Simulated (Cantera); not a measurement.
Mixture: CH4 : O2 : N2 = 1 : 3.77 : 14.2 (molar parts), equivalence ratio 0.53, at 9.30 bar, adiabatic and at constant volume. Ignition delay is the time to a rise of 400 K.

Model: GRI-Mech 3.0 (53 species, 325 reactions), integrated in Cantera.

Question: What does this change do: pressure from 9.30 bar to 10.0 bar?

Answer: 
| quantity | before | after |
|---|---|---|
| delay at 1275 K | 1.52 ms | 1.42 ms |
| delay at 1375 K | 0.508 ms | 0.475 ms |
| delay at 1475 K | 0.189 ms | 0.178 ms |
| delay at 1575 K | 77.8 µs | 73.3 µs |
| apparent activation energy between 1525 and 1625 K | 170 kJ/mol | 170 kJ/mol |

Question: What does this change do: 0.066 parts C2H6 added?

Answer: 
```json
[
 {"quantity": "delay at 1275 K", "before": "1.52 ms", "after": "0.568 ms"},
 {"quantity": "delay at 1375 K", "before": "0.508 ms", "after": "0.204 ms"},
 {"quantity": "delay at 1475 K", "before": "0.189 ms", "after": "80.3 µs"},
 {"quantity": "delay at 1575 K", "before": "77.8 µs", "after": "34.3 µs"},
 {"quantity": "apparent activation energy between 1525 and 1625 K", "before": "170 kJ/mol", "after": "170 kJ/mol"}
]
```
